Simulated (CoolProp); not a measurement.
A single-stage vapour-compression cycle with chloromethane (R40): evaporating at 304.15 K (dew point), condensing at 370.15 K (bubble point), superheat 0 K, subcooling 5 K, compressor efficiency 0.65, no pressure losses. Each further row changes one setting.

Values from CoolProp's reference Helmholtz-energy equation of state, Thol 2014.

```
case                              cooling COP  pressure ratio  discharge temperature (K)  refrigerating effect (kJ/kg)  volumetric capacity (kJ/m³)
--------------------------------  -----------  --------------  -------------------------  ----------------------------  ---------------------------
as stated                                2.26            4.48                      444.4                           258                         4020
evaporating temperature 309.15 K          ___             ___                      436.6                           260                          ___
condensing temperature 365.15 K          2.52            4.07                      434.9                           268                         4170
subcooling 10 K                           ___            4.48                      444.4                           268                         4170
superheat 10 K                           2.24            4.48                      457.9                           ___                          ___
compressor efficiency 0.55                ___            4.48                      461.3                           258                         4020
```

Task: Fill in the missing entries.

Result: 
- evaporating temperature 309.15 K, cooling COP: 2.53
- evaporating temperature 309.15 K, pressure ratio: 3.91
- evaporating temperature 309.15 K, volumetric capacity (kJ/m³): 4620
- subcooling 10 K, cooling COP: 2.34
- superheat 10 K, refrigerating effect (kJ/kg): 269
- superheat 10 K, volumetric capacity (kJ/m³): 3980
- compressor efficiency 0.55, cooling COP: 1.91
